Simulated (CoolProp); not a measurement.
Vapour-liquid equilibrium of propane (1) + isobutane (2) at -80.55 °C; x and y are mole fractions of (1).

Model: multi-fluid Helmholtz-energy mixture model, Lemmon 2009 and Bücker 2006; pair parameters Kunz 2012, in CoolProp.

```csv
x,"bubble pressure, mixture model (MPa)","bubble pressure, Raoult's law (MPa)","y, mixture model","y, Raoult's law"
0.05,0.002719,0.002694,?,0.233
0.15,?,0.003735,0.507,0.505
0.25,0.004778,0.004775,0.655,0.659
0.35,0.005779,0.005816,0.752,0.757
0.45,0.006785,0.006857,?,0.826
0.55,?,0.007897,0.872,0.876
0.65,?,0.008938,0.913,0.915
0.75,?,0.009979,0.945,0.946
0.85,0.01098,0.01102,0.970,0.970
0.95,0.01205,0.01206,0.991,0.991
```

Q: Fill in the missing entries.

A: 
- 0.05, y, mixture model: 0.240
- 0.15, bubble pressure, mixture model (MPa): 0.003766
- 0.45, y, mixture model: 0.820
- 0.55, bubble pressure, mixture model (MPa): 0.007806
- 0.65, bubble pressure, mixture model (MPa): 0.008846
- 0.75, bubble pressure, mixture model (MPa): 0.009905

The largest gap from Raoult's law is -1.2 % in bubble pressure, at x = 0.55. No azeotrope shows between x = 0.05 and 0.95.

The pair parameters rest on a limited set of measurements; away from them the model extrapolates. The gap from Raoult's law changes sign with composition, which may be real or a fault of the pair parameters; it wasn't checked against measurements.
